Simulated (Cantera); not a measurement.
A perfectly stirred reactor is fed with H₂ : O₂ = 0.33 : 1 (molar parts), equivalence ratio 0.17, at 1.65 Torr; it is held at 1425 K, and followed from long to short residence time.

Cantera simulation using the H2/O2 subset of GRI-Mech 3.0, which has no nitrogen chemistry; the numbers are that mechanism's predictions, not measurements. Radical loss at walls, strong at low pressure, is not modelled. The temperature is held fixed by assumption; the heat of reaction is taken as removed at once.

Task: What does this change do: O2 1 to 0.17 parts?

Result: 
```
quantity              before   after
--------------------  ------  ------
x(H₂) at τ = 0.390 s  0.0115   0.109
x(O₂) at τ = 0.390 s   0.638  0.0949
x(H) at τ = 0.390 s   0.0454   0.225
x(OH) at τ = 0.390 s  0.0192  0.0229
x(O) at τ = 0.390 s   0.0693  0.0427
x(H₂) at τ = 42.0 ms  0.0161   0.113
x(O₂) at τ = 42.0 ms   0.606   0.106
x(H) at τ = 42.0 ms   0.0744   0.302
x(OH) at τ = 42.0 ms  0.0215  0.0242
x(O) at τ = 42.0 ms   0.0958  0.0598
```

Task: What does this change do: temperature 1425 to 975 K?

Result: 
```
quantity              before    after
--------------------  ------  -------
x(H₂) at τ = 0.390 s  0.0115  0.00853
x(O₂) at τ = 0.390 s   0.638    0.692
x(H) at τ = 0.390 s   0.0454   0.0274
x(OH) at τ = 0.390 s  0.0192  0.00319
x(O) at τ = 0.390 s   0.0693   0.0189
x(H₂) at τ = 42.0 ms  0.0161   0.0273
x(O₂) at τ = 42.0 ms   0.606    0.662
x(H) at τ = 42.0 ms   0.0744   0.0887
x(OH) at τ = 42.0 ms  0.0215  0.00509
x(O) at τ = 42.0 ms   0.0958   0.0358
```
